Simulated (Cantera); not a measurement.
Feed: 1 mol Si₃N₄, 0.044 mol CO₂, 25 mol H₂, 0.0035 mol O₂, equilibrated at 1625 K and 5.50 Pa.

Cantera equilibrium calculation (NASA polynomials, part measured and part estimated; ideal gas, pure solids and liquids). Candidate condensed phases: C, C₆H₆, C₇H₈, C₈H₁₈, H₂O, Si, SiC, SiO₂, Si₂N₂O, Si₃N₄; 151 gas species. Mutual solubility and eutectic melting of coexisting phases are not modelled. The numbers say what is thermodynamically allowed, not how fast it happens.

Base state: H₂ 0.911, N₂ 0.0732, H 0.00908, SiO 0.00334, Si 0.00296, CO 0.000138, SiH 4.18e-5, Si₂C 1.11e-5 (mole fractions); condensed: Si(s) + SiC(s).

Question: What changes in the equilibrium state with this change: temperature from 1625 K to 1273.15 K?

Answer: 
```json
[
 {"species": "H₂", "before": "0.911", "after": "0.995"},
 {"species": "N₂", "before": "0.0732", "after": "0.00439"},
 {"species": "H", "before": "0.00908", "after": "9.62e-5"},
 {"species": "SiO", "before": "0.00334", "after": "2.31e-5"},
 {"species": "Si₂C", "before": "1.11e-5", "after": "<1e-9"},
 {"species": "Si", "before": "0.00296", "after": "3.30e-7"},
 {"species": "SiH", "before": "4.18e-5", "after": "2.35e-8"},
 {"species": "Si(s), mol", "before": "2.79", "after": "0.0736"},
 {"species": "SiC(s), mol", "before": "0.0397", "after": "0.0440"},
 {"species": "Si₂N₂O(s), mol", "before": "0", "after": "0.0944"},
 {"species": "Si₃N₄(s), mol", "before": "0", "after": "0.898"}
]
```
